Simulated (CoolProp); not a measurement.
A simple Rankine cycle with R1224YDZ: condensing at 323.15 K, boiler at 1.34 MPa, turbine inlet 382.1 K, turbine efficiency 0.9, pump efficiency 0.6, no recuperator. Each further row changes one setting.

The numbers come from the reference Helmholtz-energy equation of state, Akasaka 2023 in CoolProp.

```tsv
case	thermal efficiency (%)	net work (kJ/kg)	heat in (kJ/kg)	turbine exit temperature (K)	volume ratio over the turbine
as stated	10.7	19.9	186	340.0	4.51
turbine inlet 402.1 K	10.6	22.1	209	362.5	4.30
condensing temperature 315.15 K	12.0	23.6	196	334.1	5.74
boiler pressure 0.938 MPa	8.3	16.2	195	353.6	2.93
turbine efficiency 0.8	9.4	17.5	186	342.6	4.56
```
